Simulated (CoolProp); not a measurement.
Vapour-liquid equilibrium of ethanol (1) + n-heptane (2) at 18.1 bar; x and y are mole fractions of (1).

Values from CoolProp's multi-fluid Helmholtz-energy mixture model, Schroeder 2014 and Span 2003; pair parameters Bell 2016.

Q: Give the bubble temperature and the first vapour's composition at x = 0.5, 0.65, 0.8. Is there an azeotrope?

A: x = 0.5: 182.1 °C, y = 0.664; x = 0.65: 178.8 °C, y = 0.739; x = 0.8: 176.7 °C, y = 0.830. No azeotrope shows between x = 0.05 and 0.95.

Pair parameters are fitted to limited data, so mixtures are less certain than the pure fluids.
